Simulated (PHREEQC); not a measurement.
Make-up at 25 °C: 0.061 mol/kgw CuSO4, 0.0048 mol/kgw HCl and 0.027 mol/kgw NaCl. Closed to the air; pH follows from the charge balance.

All values are PHREEQC results (ion-association model, phreeqc.dat), not measurements.

This is a speciation only: nothing precipitates in the calculation.

Task: Order these S species by the share of S that they hold, largest first: SO4-2, HSO4-, CuSO4, NaSO4-.

Result: SO4-2 (54 %), CuSO4 (40 %), HSO4- (4.0 %), NaSO4- (2.2 %)

The pH is 2.73 and the ionic strength 0.168 mol/kgw.
